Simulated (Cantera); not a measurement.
Input: 1 mol MgSO4, 2.4 mol H2, held at 0.140 bar.

These are equilibrium values from Cantera (NASA tables, ideal gas, pure condensed phases), not measurements of a reactor. Candidate condensed phases: H2O, H2SO4, Mg, MgO, Mg(OH)2, MgS, MgSO4, S; 26 gas species. Rates play no part.

x: gas mole fraction; n: condensed amount in mol.

```
T (K)  x H2O   x H2  x SO2    x SO    x S2    x H2S       x H  n MgO(s)
-----  -----  -----  -----  ------  ------  -------  --------  --------
1823   0.596  0.146  0.167  0.0156  0.0564   0.0130  0.000442     1.000
1898   0.575    [?]  0.171     [?]     [?]      [?]       [?]     1.000
1973   0.555  0.179  0.174     [?]     [?]      [?]       [?]     1.000
2048   0.535  0.193  0.177  0.0353  0.0389  0.00740   0.00263     1.000
2123   0.516  0.206  0.178  0.0436  0.0327  0.00600   0.00435     0.999
2198   0.498  0.216  0.179  0.0524  0.0267  0.00478   0.00692     0.997
2273   0.481  0.224  0.178  0.0612  0.0209  0.00373    0.0106     0.993
```

Question: Fill in the missing entries.

Answer: 
- 1898, x H2: 0.163
- 1898, x SO: 0.0212
- 1898, x S2: 0.0508
- 1898, x H2S: 0.0109
- 1898, x H: 0.000842
- 1973, x SO: 0.0277
- 1973, x S2: 0.0450
- 1973, x H2S: 0.00901
- 1973, x H: 0.00152
